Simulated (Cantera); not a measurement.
A Cantera script and what it prints.

```python
import numpy as np
import cantera as ct

gas_names = """
    B BH BH2 BH3 BN BO BO2 B2 B2O B2O2 B2O3 B3O3H3 H HBO HBO2 HNO HNO2 HNO3 HO2 H2 H2O H2O2 H3B3O6 N NH
    NH2 NH3 NH2OH NO NO2 NO3 N2 N2H2 N2H4 N2O O OH O2 O3
""".split()
cond_names = """
    B(b) B(L) BN(s) B2O3(L) B3O3H3(cr) H2O(s) H2O(L)
""".split()


# ... load() reads the species with a 1 bar reference pressure and builds the phases ...
atoms = {
    'B2O3': {'B': 2, 'O': 3},
    'NH3': {'N': 1, 'H': 3},
    'N2': {'N': 2},
}
top_T = {'BN(s)': 3200}  # K; cautious upper limits of use, not melting points


# ... equilibrate(T, P, feed) seeds the gas with the atoms and calls Mixture.equilibrate('TP', solver="vcs", rtol=1e-11, max_steps=5000) ...
results = []
feed = {'B2O3': 1, 'NH3': 0.16, 'N2': 7.5}  # mol
P = 10000  # Pa
for T in [1223, 1273, 1323, 1373, 1423, 1473, 1523, 1573, 1623, 1673, 1723, 1773]:
    mix = equilibrate(T, P, feed)
    results.append((T, P, feed, dict(zip(mix.species_names, mix.species_moles))))

top = {s: max(r[3][s] / sum(r[3][g] for g in gas_names) for r in results) for s in gas_names}
cols = sorted((s for s in top if top[s] > 1e-05), key=lambda s: -top[s])[:6]
seen = [c for c in cond_names if any(r[3].get(c, 0) > 1e-12 for r in results)]
print("log10 of partial pressures in bar; condensed amounts in mol")
print(f"{'T/K':>10s}" + "".join(f"{s[:9]:>10s}" for s in cols + seen))
for T, P, feed, n in results:
    ng = sum(n[g] for g in gas_names)
    print(f"{T:10.4g}" + "".join(f"{np.log10(max(n[s] / ng * P / 1e5, 1e-99)):10.3f}" for s in cols)
          + "".join(f"{n.get(c, 0):10.4g}" for c in seen))
```

Result:

```
log10 of partial pressures in bar; condensed amounts in mol
       T/K        N2        H2      B2O3      HBO2       HBO      B2O2     BN(s)   B2O3(L)
      1223    -1.014    -2.515    -7.716    -5.394    -7.183   -10.576 0.0007488    0.9995
      1273    -1.014    -2.515    -7.062    -5.115    -6.698    -9.692 0.0008254    0.9993
      1323    -1.014    -2.516    -6.459    -4.858    -6.250    -8.876 0.0009624    0.9989
      1373    -1.014    -2.516    -5.902    -4.622    -5.837    -8.121  0.001185    0.9983
      1423    -1.014    -2.518    -5.387    -4.403    -5.453    -7.421  0.001521    0.9972
      1473    -1.014    -2.520    -4.908    -4.202    -5.097    -6.770   0.00199    0.9953
      1523    -1.014    -2.523    -4.463    -4.015    -4.766    -6.164  0.002585    0.9915
      1573    -1.014    -2.528    -4.047    -3.843    -4.458    -5.597  0.003228    0.9841
      1623    -1.015    -2.536    -3.658    -3.683    -4.171    -5.066  0.003673    0.9694
      1673    -1.017    -2.549    -3.294    -3.537    -3.903    -4.568   0.00327    0.9396
      1723    -1.020    -2.568    -2.952    -3.404    -3.656    -4.099 0.0004387    0.8798
      1773    -1.027    -2.603    -2.631    -3.207    -3.512    -3.819         0    0.7604
```

These are equilibrium values from Cantera (NASA tables, ideal gas, pure condensed phases), not measurements of a reactor. Mutual solubility and eutectic melting of coexisting phases are not modelled.
